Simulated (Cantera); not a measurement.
A perfectly stirred reactor is fed with CH4 : N2 = 1 : 200 (molar parts), at 51.0 Torr; it is held at 1125 K, and followed from long to short residence time.

Model: GRI-Mech 3.0 (53 species, 325 reactions), integrated in Cantera. GRI-Mech 3.0 stops at C3 and has no aromatics, soot or wall deposition, so with more carbon than oxygen in the feed, carbon stays in small species such as C2H2 where larger ones or solid carbon would form.

**Question.** What does this change do: temperature 1125 to 1500 K?

**Answer.** 
```
quantity                  before     after
----------------------  --------  --------
x(CH4) at τ = 1.90 s     0.00498   0.00337
x(C2H4) at τ = 1.90 s   2.17e-11   7.59e-5
x(H) at τ = 1.90 s      1.96e-12   1.54e-6
x(C2H2) at τ = 1.90 s     <1e-12  0.000700
x(H2) at τ = 1.90 s      6.12e-9   0.00228
x(CH4) at τ = 41.0 ms    0.00498   0.00497
x(C2H4) at τ = 41.0 ms    <1e-12   5.64e-7
x(H) at τ = 41.0 ms     1.92e-12   2.07e-8
x(C2H2) at τ = 41.0 ms    <1e-12   5.82e-8
x(H2) at τ = 41.0 ms    1.29e-10   5.52e-6
```

**Question.** What does this change do: temperature 1125 to 1900 K?

**Answer.** 
| quantity | before | after |
|---|---|---|
| x(CH4) at τ = 1.90 s | 0.00498 | 0.000114 |
| x(C2H4) at τ = 1.90 s | 2.17e-11 | 1.18e-6 |
| x(H) at τ = 1.90 s | 1.96e-12 | 0.000118 |
| x(C2H2) at τ = 1.90 s | <1e-12 | 0.00205 |
| x(H2) at τ = 1.90 s | 6.12e-9 | 0.00716 |
| x(CH4) at τ = 41.0 ms | 0.00498 | 0.00162 |
| x(C2H4) at τ = 41.0 ms | <1e-12 | 6.27e-5 |
| x(H) at τ = 41.0 ms | 1.92e-12 | 5.06e-5 |
| x(C2H2) at τ = 41.0 ms | <1e-12 | 0.00146 |
| x(H2) at τ = 41.0 ms | 1.29e-10 | 0.00466 |

**Question.** What does this change do: temperature 1125 to 1450 K?

**Answer.** 
```json
[
 {"quantity": "x(CH4) at τ = 1.90 s", "before": "0.00498", "after": "0.00421"},
 {"quantity": "x(C2H4) at τ = 1.90 s", "before": "2.17e-11", "after": "8.23e-5"},
 {"quantity": "x(H) at τ = 1.90 s", "before": "1.96e-12", "after": "4.42e-7"},
 {"quantity": "x(C2H2) at τ = 1.90 s", "before": "<1e-12", "after": "0.000282"},
 {"quantity": "x(H2) at τ = 1.90 s", "before": "6.12e-9", "after": "0.00103"},
 {"quantity": "x(CH4) at τ = 41.0 ms", "before": "0.00498", "after": "0.00497"},
 {"quantity": "x(C2H4) at τ = 41.0 ms", "before": "<1e-12", "after": "6.77e-8"},
 {"quantity": "x(H) at τ = 41.0 ms", "before": "1.92e-12", "after": "7.02e-9"},
 {"quantity": "x(C2H2) at τ = 41.0 ms", "before": "<1e-12", "after": "2.93e-9"},
 {"quantity": "x(H2) at τ = 41.0 ms", "before": "1.29e-10", "after": "1.63e-6"}
]
```
